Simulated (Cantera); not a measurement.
Cantera run:

```python
import numpy as np
import cantera as ct

gas_names = """
    NH3 N H
""".split()
cond_names = """

""".split()


# ... load() reads the species with a 1 bar reference pressure and builds the phases ...
species = {s.name: s for s in load("nasa_gas.yaml", gas_names) + load("nasa_condensed.yaml", cond_names)}
# Each term lists the table entries of one substance; the one whose range holds T is used.
reactions = {
    'NH3(g) = N(g) + 3 H(g)':
        [(-1, ['NH3']), (1, ['N']), (3, ['H'])],
}


def pick(names, T):
    return next(species[n] for n in names if species[n].thermo.min_temp <= T <= species[n].thermo.max_temp)


results = []
for label, terms in reactions.items():
    print(label)
    print("     T/K   dH/kJ  dS/(J/K)   dG/kJ   log10 K")
    for T in [950, 1000, 1050, 1100, 1150, 1200, 1250, 1300, 1350, 1400]:
        used = [(nu, pick(names, T)) for nu, names in terms]
        dH = sum(nu * s.thermo.h(T) for nu, s in used) / 1e6
        dS = sum(nu * s.thermo.s(T) for nu, s in used) / 1e3
        dG = dH - T * dS / 1e3
        logK = -dG * 1e6 / (ct.gas_constant * T * np.log(10))
        results.append((label, T, dH, dS, dG, logK, [s.name for _, s in used]))
        print(f"{T:8g} {dH:8.1f} {dS:8.1f} {dG:8.1f} {logK:8.2f}")
```

Output:

```
NH3(g) = N(g) + 3 H(g)
     T/K   dH/kJ  dS/(J/K)   dG/kJ   log10 K
     950   1197.0    350.3    864.2   -47.52
    1000   1198.4    351.7    846.7   -44.23
    1050   1199.7    353.0    829.1   -41.24
    1100   1201.0    354.2    811.4   -38.53
    1150   1202.2    355.2    793.7   -36.05
    1200   1203.3    356.2    775.9   -33.77
    1250   1204.4    357.1    758.0   -31.68
    1300   1205.5    357.9    740.2   -29.74
    1350   1206.5    358.7    722.3   -27.95
    1400   1207.5    359.4    704.3   -26.28
```

Standard-state values (1 bar) from the NASA 1993 polynomials, evaluated with Cantera. Condensed species are held in their standard states even where they would react or evaporate.
